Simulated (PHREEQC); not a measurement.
Consider water at 25 °C with 0.0092 mol/kgw H2SO4, 9.4e-05 mol/kgw H4SiO4 and 3.5e-05 mol/kgw CO2. Closed to the air; pH follows from the charge balance.

All values are PHREEQC results (ion-association model, phreeqc.dat), not measurements.

No solid was allowed to form.

Task: What pH does the model give?

Result: pH 1.90.

Task: In which forms is S present?

Result: SO4-2 55 %, HSO4- 45 % of the S.
